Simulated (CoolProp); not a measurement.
Vapour-liquid equilibrium of R22 (1) + dimethyl ether (2) at 1.36 bar; x and y are mole fractions of (1).

Model: multi-fluid Helmholtz-energy mixture model, Kamei 1995 and Wu 2011; pair parameters Bell 2016, in CoolProp.

| x | bubble temperature (°C) | y at the bubble point | dew temperature at overall composition x (°C) | liquid density (mol/L) |
|---|---|---|---|---|
| 0.05 | -17.5 | 0.039 | -17.4 | 15.77 |
| 0.125 | -17.0 | 0.106 | -17.0 | 15.80 |
| 0.2 | -16.8 | 0.187 | -16.7 | 15.83 |
| 0.275 | -16.7 | 0.282 | -16.7 | 15.86 |
| 0.35 | -17.0 | 0.390 | -16.8 | 15.89 |
| 0.425 | -17.7 | 0.506 | -17.2 | 15.92 |
| 0.5 | -19.0 | 0.623 | -17.7 | 15.96 |
| 0.575 | -20.8 | 0.732 | -18.4 | 16.01 |
| 0.65 | -23.0 | 0.825 | -19.3 | 16.06 |
| 0.725 | -25.6 | 0.896 | -20.6 | 16.10 |
| 0.8 | -28.3 | 0.946 | -22.3 | 16.13 |
| 0.875 | -30.9 | 0.976 | -24.8 | 16.14 |
| 0.95 | -33.1 | 0.994 | -28.7 | 16.12 |

y crosses x between x = 0.2 and 0.275: the model has an azeotrope there.

Pair parameters are fitted to limited data, so mixtures are less certain than the pure fluids.
